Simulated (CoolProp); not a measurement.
Vapour-liquid equilibrium of diethyl ether (1) + ethanol (2) at 407.1 K; x and y are mole fractions of (1).

Model: multi-fluid Helmholtz-energy mixture model, Thol 2014 and Schroeder 2014; pair parameters Bell 2016, in CoolProp.

```json
[
 {"x": "0.05", "bubble pressure, mixture model (MPa)": "0.7161", "bubble pressure, Raoult's law (MPa)": "0.6754", "y, mixture model": "0.137", "y, Raoult's law": "0.098"},
 {"x": "0.125", "bubble pressure, mixture model (MPa)": "0.8177", "bubble pressure, Raoult's law (MPa)": "0.7269", "y, mixture model": "0.286", "y, Raoult's law": "0.228"},
 {"x": "0.2", "bubble pressure, mixture model (MPa)": "0.9060", "bubble pressure, Raoult's law (MPa)": "0.7784", "y, mixture model": "0.394", "y, Raoult's law": "0.341"},
 {"x": "0.275", "bubble pressure, mixture model (MPa)": "0.9820", "bubble pressure, Raoult's law (MPa)": "0.8299", "y, mixture model": "0.476", "y, Raoult's law": "0.440"},
 {"x": "0.35", "bubble pressure, mixture model (MPa)": "1.047", "bubble pressure, Raoult's law (MPa)": "0.8814", "y, mixture model": "0.542", "y, Raoult's law": "0.527"},
 {"x": "0.425", "bubble pressure, mixture model (MPa)": "1.103", "bubble pressure, Raoult's law (MPa)": "0.9329", "y, mixture model": "0.598", "y, Raoult's law": "0.605"},
 {"x": "0.5", "bubble pressure, mixture model (MPa)": "1.151", "bubble pressure, Raoult's law (MPa)": "0.9844", "y, mixture model": "0.647", "y, Raoult's law": "0.674"},
 {"x": "0.575", "bubble pressure, mixture model (MPa)": "1.193", "bubble pressure, Raoult's law (MPa)": "1.036", "y, mixture model": "0.694", "y, Raoult's law": "0.737"},
 {"x": "0.65", "bubble pressure, mixture model (MPa)": "1.230", "bubble pressure, Raoult's law (MPa)": "1.087", "y, mixture model": "0.739", "y, Raoult's law": "0.794"},
 {"x": "0.725", "bubble pressure, mixture model (MPa)": "1.262", "bubble pressure, Raoult's law (MPa)": "1.139", "y, mixture model": "0.786", "y, Raoult's law": "0.845"},
 {"x": "0.8", "bubble pressure, mixture model (MPa)": "1.289", "bubble pressure, Raoult's law (MPa)": "1.190", "y, mixture model": "0.836", "y, Raoult's law": "0.892"},
 {"x": "0.875", "bubble pressure, mixture model (MPa)": "1.310", "bubble pressure, Raoult's law (MPa)": "1.242", "y, mixture model": "0.891", "y, Raoult's law": "0.935"},
 {"x": "0.95", "bubble pressure, mixture model (MPa)": "1.324", "bubble pressure, Raoult's law (MPa)": "1.293", "y, mixture model": "0.953", "y, Raoult's law": "0.975"}
]
```

The largest gap from Raoult's law is +18.8 % in bubble pressure, at x = 0.35. No azeotrope shows between x = 0.05 and 0.95.

Pair parameters are fitted to limited data, so mixtures are less certain than the pure fluids.
